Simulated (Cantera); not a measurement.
Mixture: H2 : O2 : N2 : NO = 1 : 0.357 : 2.25 : 0.0048 (molar parts), at 1000000 Pa, adiabatic and at constant volume. Ignition delay is the time to a rise of 400 K.

Cantera simulation using GRI-Mech 3.0 (53 species, 325 reactions); the numbers are that mechanism's predictions, not measurements. The hydrogen kinetics of GRI-Mech 3.0 are dated; newer H2 mechanisms differ, most at raised pressure. The mechanism lacks 2 NO + O2 → 2 NO2 and HONO, so NO2 and the effect of NO are under-described below about 1400 K.

Predict: delay at 1100 K; delay at 1200 K; delay at 1300 K; delay at 1400 K; delay at 1500 K; delay at 1600 K; apparent activation energy between 1400 and 1600 K.


| Quantity | Result |
|---|---|
| delay at 1100 K | 79.3 µs |
| delay at 1200 K | 18.3 µs |
| delay at 1300 K | 5.97 µs |
| delay at 1400 K | 3.04 µs |
| delay at 1500 K | 1.94 µs |
| delay at 1600 K | 1.40 µs |
| apparent activation energy between 1400 and 1600 K | 73 kJ/mol |
